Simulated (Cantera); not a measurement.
An isothermal, constant-pressure homogeneous reactor starts with CH4 : N2 = 1 : 1.8 (molar parts), at 1875 K and 100000 Pa. Integrator tolerance rtol = 1e-08.

Model: GRI-Mech 3.0 (53 species, 325 reactions), integrated in Cantera. GRI-Mech 3.0 stops at C3 and has no aromatics, soot or wall deposition, so with more carbon than oxygen in the feed, carbon stays in small species such as C2H2 where larger ones or solid carbon would form.

### Question
What does this change do: pressure from 100000 Pa to 2670 Pa?

### Answer
```json
[
 {"quantity": "x(CH4) at 4.00 s", "before": "0.00298 (gas-phase equilibrium 0.00225)", "after": "8.90e-5 (gas-phase equilibrium 6.07e-5)"},
 {"quantity": "x(CH2) at 4.00 s", "before": "7.91e-8 (gas-phase equilibrium 5.98e-8)", "after": "8.82e-8 (gas-phase equilibrium 6.02e-8)"},
 {"quantity": "x(HCN) at 4.00 s", "before": "6.85e-5 (gas-phase equilibrium 0.113)", "after": "5.31e-5 (gas-phase equilibrium 0.113)"},
 {"quantity": "x(C2H4) at 4.00 s", "before": "0.000716 (gas-phase equilibrium 0.000408)", "after": "1.94e-5 (gas-phase equilibrium 1.10e-5)"},
 {"quantity": "x(H2) at 4.00 s", "before": "0.391 (gas-phase equilibrium 0.392)", "after": "0.393 (gas-phase equilibrium 0.393)"},
 {"quantity": "x(C2H2) at 4.00 s", "before": "0.130 (gas-phase equilibrium 0.0738)", "after": "0.131 (gas-phase equilibrium 0.0747)"},
 {"quantity": "x(CH3) at 4.00 s", "before": "6.29e-5 (gas-phase equilibrium 4.76e-5)", "after": "1.15e-5 (gas-phase equilibrium 7.83e-6)"}
]
```
Radical loss at walls, strong at low pressure, is not modelled.

### Question
What does this change do: pressure from 100000 Pa to 18.0 Pa?

### Answer
| quantity | before | after |
|---|---|---|
| x(CH4) at 4.00 s | 0.00298 (gas-phase equilibrium 0.00225) | 0.0337 (gas-phase equilibrium 3.77e-7) |
| x(CH2) at 4.00 s | 7.91e-8 (gas-phase equilibrium 5.98e-8) | 8.66e-6 (gas-phase equilibrium 5.83e-8) |
| x(HCN) at 4.00 s | 6.85e-5 (gas-phase equilibrium 0.113) | 4.45e-6 (gas-phase equilibrium 0.112) |
| x(C2H4) at 4.00 s | 0.000716 (gas-phase equilibrium 0.000408) | 0.000509 (gas-phase equilibrium 6.99e-8) |
| x(H2) at 4.00 s | 0.391 (gas-phase equilibrium 0.392) | 0.354 (gas-phase equilibrium 0.374) |
| x(C2H2) at 4.00 s | 0.130 (gas-phase equilibrium 0.0738) | 0.117 (gas-phase equilibrium 0.0736) |
| x(CH3) at 4.00 s | 6.29e-5 (gas-phase equilibrium 4.76e-5) | 0.00259 (gas-phase equilibrium 6.08e-7) |
Radical loss at walls, strong at low pressure, is not modelled.
